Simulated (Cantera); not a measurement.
What does this Cantera script print?

```python
import numpy as np
import cantera as ct

gas = ct.Solution("gri30.yaml")
gas.TPX = 1800, 12000, {'CH4': 1, 'H2O': 0.72}
reactor = ct.IdealGasConstPressureReactor(gas, energy="off", clone=False)
net = ct.ReactorNet([reactor])
net.rtol, net.atol = 1e-08, 1e-18
show = ['CH4', 'H2O', 'CH2O', 'CH3', 'C2H6', 'OH']
times = np.geomspace(0.0001, 4, 14)

steps = ct.SolutionArray(gas, extra=["t"])
rows = []
print(f"{'t/s':>10s}{'T/K':>9s}{'P/Pa':>11s}" + "".join(f"{s:>11s}" for s in show))
for t in times:
    while net.time < t:
        t_next = net.step()
        steps.append(gas.state, t=t_next)
    rows.append([np.interp(t, steps.t, y) for y in (steps.T, steps.P, *steps(*show).X.T)])
    print(f"{t:10.3e}{rows[-1][0]:9.1f}{rows[-1][1]:11.4g}" + "".join(f"{x:11.3e}" for x in rows[-1][2:]))
rate = np.gradient(steps.T, steps.t)
print("integrator steps:", len(steps.t))
if steps.T.max() > steps.T[0] + 200:
    print(f"time of steepest temperature rise: {steps.t[rate.argmax()]:.4e} s")
gas.TPX = 1800, 12000, {'CH4': 1, 'H2O': 0.72}
gas.equilibrate("TP")
print(f"equilibrium (TP): T = {gas.T:.1f} K  " + "  ".join(f"{s} {gas[s].X[0]:.3e}" for s in show))
```

Output:

```
       t/s      T/K       P/Pa        CH4        H2O       CH2O        CH3       C2H6         OH
 1.000e-04   1800.0    1.2e+04  5.782e-01  4.181e-01  1.028e-06  2.187e-03  4.232e-05  5.435e-06
 2.259e-04   1800.0    1.2e+04  5.724e-01  4.172e-01  8.969e-06  4.494e-03  2.761e-04  1.124e-05
 5.105e-04   1800.0    1.2e+04  5.461e-01  4.128e-01  4.318e-05  7.973e-03  1.074e-03  2.085e-05
 1.153e-03   1800.0    1.2e+04  4.458e-01  3.908e-01  5.943e-05  9.234e-03  1.495e-03  2.766e-05
 2.606e-03   1800.0    1.2e+04  2.947e-01  3.463e-01  3.008e-05  6.138e-03  6.275e-04  2.431e-05
 5.889e-03   1800.0    1.2e+04  1.748e-01  3.082e-01  1.465e-05  3.747e-03  2.203e-04  2.204e-05
 1.331e-02   1800.0    1.2e+04  9.104e-02  2.789e-01  7.204e-06  2.128e-03  6.658e-05  2.150e-05
 3.006e-02   1800.0    1.2e+04  4.316e-02  2.523e-01  3.495e-06  1.133e-03  1.755e-05  2.165e-05
 6.793e-02   1800.0    1.2e+04  2.378e-02  2.186e-01  1.824e-06  6.721e-04  5.847e-06  2.011e-05
 1.535e-01   1800.0    1.2e+04  1.794e-02  1.715e-01  1.023e-06  4.957e-04  3.143e-06  1.543e-05
 3.468e-01   1800.0    1.2e+04  1.377e-02  1.161e-01  4.826e-07  3.622e-04  1.681e-06  9.957e-06
 7.835e-01   1800.0    1.2e+04  9.356e-03  6.455e-02  1.709e-07  2.364e-04  7.189e-07  5.325e-06
 1.770e+00   1800.0    1.2e+04  5.511e-03  2.693e-02  4.504e-08  1.358e-04  2.400e-07  2.169e-06
 4.000e+00   1800.0    1.2e+04  2.717e-03  6.589e-03  1.201e-08  6.614e-05  5.971e-08  5.243e-07
integrator steps: 1566
equilibrium (TP): T = 1800.0 K  CH4 8.987e-04  H2O 3.028e-07  CH2O 7.810e-09  CH3 2.179e-05  C2H6 9.742e-09  OH 2.403e-11
```

Model: GRI-Mech 3.0 (53 species, 325 reactions), integrated in Cantera. GRI-Mech 3.0 stops at C3 and has no aromatics, soot or wall deposition, so with more carbon than oxygen in the feed, carbon stays in small species such as C2H2 where larger ones or solid carbon would form.
